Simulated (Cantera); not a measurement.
# Ignition delay

Mixture: CH₄ : O₂ : N₂ : CO₂ = 1 : 2 : 7.52 : 2.2 (molar parts), equivalence ratio 1.0, at 5.30 bar, adiabatic and at constant volume. Ignition delay is the time to a rise of 400 K.

Model: GRI-Mech 3.0 (53 species, 325 reactions), integrated in Cantera.

```
T0 (K)  delay (ms)
------  ----------
1150          22.3
1225          8.56
1300          3.50
1375          1.51
1450         0.683
1525         0.321
1600         0.159
```

| Property | Value |
|---|---|
| apparent activation energy between 1450 and 1600 K | 190 kJ/mol |
